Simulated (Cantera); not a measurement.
Input (Python, Cantera) and output of one run.

```python
import numpy as np
import cantera as ct

gas_names = """
    CL CL2 H HCL H2 N NH NH2 NH3 N2 N2H2 N2H4 Si SiCL SiCL2 SiCL3 SiCL4 SiH SiHCL3 SiH2 SiH2CL2 SiH3
    SiH3CL SiH4 SiN Si2 Si2N Si3
""".split()
cond_names = """
    NH4CL(a) NH4CL(b) Si(cr) Si(L) Si3N4(a)
""".split()


def load(file, names, dense=False):
    # The tables refer to 1 bar. Condensed volumes are neglected.
    table = {s.name: s for s in ct.Species.list_from_file(file)}
    out = []
    for n in names:
        d = dict(table[n].input_data)
        d["thermo"] = dict(d["thermo"], **{"reference-pressure": 1e5})
        if dense:
            d["equation-of-state"] = {"model": "constant-volume", "density": "1e6 g/cm^3"}
        out.append(ct.Species.from_dict(d))
    return out


gas = ct.Solution(thermo="ideal-gas", species=load("nasa_gas.yaml", gas_names))
cond = {s.name: ct.Solution(thermo="fixed-stoichiometry", species=[s], name=s.name)
        for s in load("nasa_condensed.yaml", cond_names, dense=True)}
atoms = {
    'Si': {'Si': 1},
    'HCl': {'H': 1, 'CL': 1},
    'N2': {'N': 2},
}
top_T = {'Si3N4(a)': 2400}  # K; cautious upper limits of use, not melting points


def equilibrate(T, P, feed):
    n = {}
    for name, mol in feed.items():
        for a, k in atoms[name].items():
            n[a] = n.get(a, 0.0) + k * mol
    gas.TPX = T, P, n
    mass = sum(n.values()) * gas.mean_molecular_weight
    gas.equilibrate("TP")
    valid = [c for c in cond.values() if c.min_temp <= T <= top_T.get(c.name, c.max_temp)]
    mix = ct.Mixture([(gas, mass / gas.mean_molecular_weight)] + [(c, 0.0) for c in valid])
    mix.T, mix.P = T, P
    mix.equilibrate("TP", solver="vcs", rtol=1e-11, max_steps=5000)
    return mix


results = []
feed = {'Si': 1, 'HCl': 9.7, 'N2': 1.3}  # mol
T = 1425  # K
P = 2.2  # Pa
mix = equilibrate(T, P, feed)
results.append((T, P, feed, dict(zip(mix.species_names, mix.species_moles))))
print(gas.report(threshold=1e-05))
for i in range(1, mix.n_phases):
    print(f"{mix.phase(i).name:16s} {mix.phase_moles(i):12.5e} mol")
```

Output:

```
       temperature   1425 K
          pressure   2.2 Pa
           density   7.0654e-06 kg/m^3
  mean mol. weight   38.051 kg/kmol
   phase of matter   gas

                          1 kg             1 kmol
                     ---------------   ---------------
          enthalpy       -1.1136e+06       -4.2372e+07  J
   internal energy       -1.4249e+06        -5.422e+07  J
           entropy              8923        3.3953e+05  J/K
    Gibbs function       -1.3829e+07        -5.262e+08  J
 heat capacity c_p            944.53             35940  J/K
 heat capacity c_v            726.02             27626  J/K

                      mass frac. Y      mole frac. X     chem. pot. / RT
                     ---------------   ---------------   ---------------
                CL         0.0024988         0.0026821           -28.364
                 H        1.1854e-05        0.00044746           -15.768
               HCL           0.66391           0.69291           -44.133
                H2         0.0050152          0.094659           -31.537
                N2          0.087095            0.1183           -38.715
             SiCL2           0.22513          0.086544           -66.364
             SiCL3          0.013386         0.0037888           -94.728
             SiCL4         0.0029127        0.00065238           -123.09
     [  +20 minor]         3.584e-05        1.3782e-05

Si(cr)            0.00000e+00 mol
Si3N4(a)          0.00000e+00 mol
```

These are equilibrium values from Cantera (NASA tables, ideal gas, pure condensed phases), not measurements of a reactor. The tables' values for SiCl3 are old estimates; treat these amounts as uncertain.
